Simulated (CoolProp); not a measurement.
Model: reference Helmholtz-energy equation of state, Platzer 1990, in CoolProp. This equation is an older, rougher fit; its heat capacities, sound speeds and derivatives of the liquid may be far off and weren't checked against measurements.

### Question
Give the vapour pressure (MPa), surface tension (mN/m), liquid viscosity (µPa s) of saturated c-C4F8 (RC318) at -9.55, 16.15 °C.

### Answer
| T (°C) | p (MPa) | surface tension (mN/m) | liquid viscosity (µPa s) |
|---|---|---|---|
| -9.55 | 0.0872 | 12.3 | 616 |
| 16.15 | 0.233 | 9.19 | 413 |

Viscosity comes from a separate model (Huber 2003), an estimate that may be off by 10 % or more. Surface tension comes from a separate correlation (Mulero 2012).
